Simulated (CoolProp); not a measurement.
C2F6 (R116) at 343.23 K and 0.975 MPa flows at 9 m/s in a round tube of 1 mm bore and 15 µm roughness, fully developed (64/Re and Nu = 3.66 if laminar; Colebrook and Gnielinski if turbulent). Each further row changes one setting.

Model: reference Helmholtz-energy equation of state, Lemmon 2006, in CoolProp. It is a short technical equation, of lower accuracy than the large ones.

```json
[
 {"case": "as stated", "Reynolds number": "27300", "Darcy friction factor": "0.0453", "pressure drop (Pa/m)": "92400", "heat-transfer coefficient (W/(m² K))": "2530", "mass flow (kg/h)": "1.28"},
 {"case": "velocity 18 m/s", "Reynolds number": "54600", "Darcy friction factor": "0.0445", "pressure drop (Pa/m)": "363000", "heat-transfer coefficient (W/(m² K))": "5060", "mass flow (kg/h)": "2.56"},
 {"case": "diameter 2 mm", "Reynolds number": "54600", "Darcy friction factor": "0.0358", "pressure drop (Pa/m)": "36500", "heat-transfer coefficient (W/(m² K))": "1990", "mass flow (kg/h)": "5.12"}
]
```

Viscosity comes from a separate model (Huber 2003), an estimate that may be off by 10 % or more. Thermal conductivity comes from a separate model (Huber 2003), an estimate that may be off by 10 % or more.
